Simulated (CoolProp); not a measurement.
The fluid at 293.15 K and 0.852 MPa is throttled through a valve to 0.491 MPa with no heat exchange. The same conditions are run with several fluids, on thermodynamics alone (safety and materials aside).

Values from CoolProp's reference Helmholtz-energy equation of state of each fluid (oxygen: Schmidt 1985; carbon monoxide: Lemmon 2006; CH3F (R41): Lemmon 2006; ethylene: Smukala 2000; normal hydrogen: Leachman 2009).

```json
[
 {"fluid": "oxygen", "temperature change (K)": "-1.0", "final density (kg/m³)": "6.49"},
 {"fluid": "carbon monoxide", "temperature change (K)": "-0.9", "final density (kg/m³)": "5.67"},
 {"fluid": "CH3F (R41)", "temperature change (K)": "-6.9", "final density (kg/m³)": "7.37"},
 {"fluid": "ethylene", "temperature change (K)": "-4.0", "final density (kg/m³)": "5.91"},
 {"fluid": "normal hydrogen", "temperature change (K)": "+0.1", "final density (kg/m³)": "0.405"}
]
```
